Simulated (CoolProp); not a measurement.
Model: reference Helmholtz-energy equation of state, Lemmon 2009, in CoolProp.

**Question.** Give the vapour pressure (kPa), liquid density (kg/m³), vapour Z, surface tension (mN/m) of saturated propane at 18.15, 47.65, 51.85 °C.

**Answer.** 
```json
[
 {"T (°C)": "18.15", "p (kPa)": "796", "liquid density (kg/m³)": "503", "vapour Z": "0.842", "surface tension (mN/m)": "7.86"},
 {"T (°C)": "47.65", "p (kPa)": "1630", "liquid density (kg/m³)": "453", "vapour Z": "0.738", "surface tension (mN/m)": "4.40"},
 {"T (°C)": "51.85", "p (kPa)": "1780", "liquid density (kg/m³)": "445", "vapour Z": "0.720", "surface tension (mN/m)": "3.94"}
]
```

Surface tension comes from a separate correlation (Mulero 2012).
